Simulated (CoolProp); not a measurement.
Properties of dimethyl carbonate along the isobar 1.01 bar (Tc = 557.0 K, pc = 49.09 bar, ω = 0.346).

Model: reference Helmholtz-energy equation of state, Zhou 2011, in CoolProp.

| T (K) | phase | density (kg/m³) | cv (kJ/(kg K)) | fugacity coefficient |
|---|---|---|---|---|
| 448.3 | gas | 2.476 | ___ | 0.9858 |
| 459.2 | gas | 2.415 | 1.494 | 0.9869 |
| 470 | gas | 2.357 | ___ | 0.9878 |
| 480.8 | gas | 2.302 | ___ | 0.9887 |
| 491.7 | gas | 2.249 | ___ | 0.9895 |
| 502.5 | gas | 2.199 | 1.588 | 0.9902 |
| 513.3 | gas | 2.152 | ___ | 0.9908 |
| 524.2 | gas | 2.106 | ___ | 0.9914 |
| 535 | gas | 2.062 | 1.653 | 0.9919 |
| 545.8 | gas | 2.020 | 1.674 | 0.9924 |
| 556.7 | gas | 1.980 | 1.694 | 0.9929 |
| 567.5 | gas | 1.941 | 1.713 | 0.9933 |
| 578.3 | gas | 1.904 | ___ | 0.9937 |
| 589.2 | gas | 1.868 | ___ | 0.9941 |
| 600 | gas | 1.834 | 1.768 | 0.9944 |

**Question.** What belongs in the gaps?

**Answer.** 
- 448.3, cv (kJ/(kg K)): 1.469
- 470, cv (kJ/(kg K)): 1.518
- 480.8, cv (kJ/(kg K)): 1.542
- 491.7, cv (kJ/(kg K)): 1.566
- 513.3, cv (kJ/(kg K)): 1.610
- 524.2, cv (kJ/(kg K)): 1.632
- 578.3, cv (kJ/(kg K)): 1.732
- 589.2, cv (kJ/(kg K)): 1.751
